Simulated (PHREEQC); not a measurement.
**Brine**

A solution holds 2.7 mol/kgw LiCl, 0.037 mol/kgw BaCl2 and 0.13 mol/kgw MgCl2, at 20 °C. Closed to the air; pH follows from the charge balance.

Model: Pitzer model, pitzer.dat, run in PHREEQC.

```
Quantity                   Result
-------------------  ------------
ionic strength       3.20 mol/kgw
activity of water           0.872
density               1.072 g/cm³
osmotic coefficient         1.292
```

```
species  molality  activity   log γ
-------  --------  --------  ------
Cl-          3.03      1.71  -0.248
Li+          2.70      6.55   0.385
Mg+2        0.130     0.194   0.174
Ba+2       0.0370    0.0276  -0.128
H+        2.27e-7   6.45e-7   0.453
MgOH+     1.64e-7   2.61e-7   0.201
```

Precipitation was switched off in this run.
